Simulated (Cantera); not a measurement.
Input (Python, Cantera) and output of one run.

```python
import numpy as np
import cantera as ct

gas_names = """
    HCL F HF CL H CL2
""".split()
cond_names = """

""".split()


# ... load() reads the species with a 1 bar reference pressure and builds the phases ...
species = {s.name: s for s in load("nasa_gas.yaml", gas_names) + load("nasa_condensed.yaml", cond_names)}
# Each term lists the table entries of one substance; the one whose range holds T is used.
reactions = {
    'HCl(g) + F(g) = HF(g) + Cl(g)':
        [(-1, ['HCL']), (-1, ['F']), (1, ['HF']), (1, ['CL'])],
    'HF(g) = H(g) + F(g)':
        [(-1, ['HF']), (1, ['H']), (1, ['F'])],
    '2 H(g) + Cl2(g) = 2 HCl(g)':
        [(-2, ['H']), (-1, ['CL2']), (2, ['HCL'])],
}


def pick(names, T):
    return next(species[n] for n in names if species[n].thermo.min_temp <= T <= species[n].thermo.max_temp)


results = []
for label, terms in reactions.items():
    print(label)
    print("     T/K   dH/kJ  dS/(J/K)   dG/kJ   log10 K")
    for T in [300, 1198, 1348, 1498, 1648, 1798, 1948, 2098, 2248, 2398, 2548, 2698]:
        used = [(nu, pick(names, T)) for nu, names in terms]
        dH = sum(nu * s.thermo.h(T) for nu, s in used) / 1e6
        dS = sum(nu * s.thermo.s(T) for nu, s in used) / 1e3
        dG = dH - T * dS / 1e3
        logK = -dG * 1e6 / (ct.gas_constant * T * np.log(10))
        results.append((label, T, dH, dS, dG, logK, [s.name for _, s in used]))
        print(f"{T:8g} {dH:8.1f} {dS:8.1f} {dG:8.1f} {logK:8.2f}")
```

It prints:

```
HCl(g) + F(g) = HF(g) + Cl(g)
     T/K   dH/kJ  dS/(J/K)   dG/kJ   log10 K
     300   -138.3     -6.7   -136.3    23.74
    1198   -138.4     -6.7   -130.4     5.68
    1348   -138.5     -6.8   -129.3     5.01
    1498   -138.7     -6.9   -128.3     4.47
    1648   -138.8     -7.0   -127.3     4.03
    1798   -139.0     -7.1   -126.2     3.67
    1948   -139.2     -7.2   -125.1     3.36
    2098   -139.4     -7.3   -124.0     3.09
    2248   -139.6     -7.4   -122.9     2.86
    2398   -139.7     -7.5   -121.8     2.65
    2548   -139.9     -7.5   -120.7     2.47
    2698   -140.0     -7.6   -119.6     2.31
HF(g) = H(g) + F(g)
     T/K   dH/kJ  dS/(J/K)   dG/kJ   log10 K
     300    570.0     99.8    540.0   -94.03
    1198    581.5    118.0    440.1   -19.19
    1348    583.0    119.3    422.3   -16.36
    1498    584.5    120.3    404.3   -14.10
    1648    585.9    121.2    386.2   -12.24
    1798    587.2    122.0    367.9   -10.69
    1948    588.4    122.6    349.6    -9.37
    2098    589.6    123.2    331.2    -8.24
    2248    590.7    123.7    312.6    -7.26
    2398    591.7    124.1    294.1    -6.41
    2548    592.6    124.5    275.4    -5.65
    2698    593.6    124.9    256.7    -4.97
2 H(g) + Cl2(g) = 2 HCl(g)
     T/K   dH/kJ  dS/(J/K)   dG/kJ   log10 K
     300   -620.6    -78.8   -597.0   103.94
    1198   -636.2   -103.4   -512.3    22.34
    1348   -638.1   -104.9   -496.7    19.25
    1498   -639.9   -106.1   -480.9    16.77
    1648   -641.5   -107.2   -464.9    14.73
    1798   -643.0   -108.0   -448.7    13.04
    1948   -644.4   -108.8   -432.5    11.60
    2098   -645.7   -109.4   -416.1    10.36
    2248   -647.0   -110.0   -399.7     9.29
    2398   -648.2   -110.5   -383.1     8.35
    2548   -649.4   -111.0   -366.5     7.51
    2698   -650.6   -111.5   -349.8     6.77
```

Standard-state values (1 bar) from the NASA 1993 polynomials, evaluated with Cantera. Condensed species are held in their standard states even where they would react or evaporate.
